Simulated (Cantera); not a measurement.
Input: 1 mol Fe3O4, 9.6 mol CO, 18 mol N2, equilibrated at 0.233 Torr.

Equilibrium computed with Cantera from the NASA thermochemical tables; the gas is ideal and each condensed phase is pure. Candidate condensed phases: C, Fe, Fe(CO)5, FeO, Fe2O3, Fe3O4; 27 gas species. The tables' stoichiometric FeO is somewhat more stable than real wüstite, so its field is too wide. FeO: taken at fixed stoichiometry. Kinetics and transport are ignored.

### Question
Which condensed phases are stable at each of these points (T (K)): 1673, 1723, 1773, 1823, 1873, 1923, 1973, 2023?

### Answer
```
T (K)  condensed phases  Fe condensed (%)
-----  ----------------  ----------------
1673             FeO(l)              89.2
1723             FeO(l)              81.0
1773             FeO(l)              69.4
1823             FeO(l)              53.9
1873             FeO(l)              33.9
1923             FeO(l)               8.5
1973           gas only               0.0
2023           gas only               0.0
```

From 1673 K to 1923 K the condensed part is FeO(l). From 1973 K to 2023 K nothing is condensed.
